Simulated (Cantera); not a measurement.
An adiabatic, constant-pressure homogeneous reactor starts with 4.82 % CH₄, 0.251 % CO, 18.8 % O₂, 70.4 % N₂, 5.78 % H₂O, equivalence ratio 0.52, at 1700 K and 1.00 atm.

Detailed kinetics in Cantera: GRI-Mech 3.0 (53 species, 325 reactions).

**Question.** Predict: time of steepest temperature rise; temperature at 4.00 s; equilibrium temperature; x(CO) at 4.00 s; x(O₂) at 4.00 s; x(HCO) at 4.00 s.

**Answer.** 
```
Property                                                             Value
---------------------------------  ---------------------------------------
time of steepest temperature rise                                 0.197 ms
temperature at 4.00 s                                               2504 K
equilibrium temperature                                             2504 K
x(CO) at 4.00 s                    0.00583 (gas-phase equilibrium 0.00583)
x(O₂) at 4.00 s                      0.0818 (gas-phase equilibrium 0.0818)
x(HCO) at 4.00 s                   1.17e-9 (gas-phase equilibrium 1.17e-9)
```
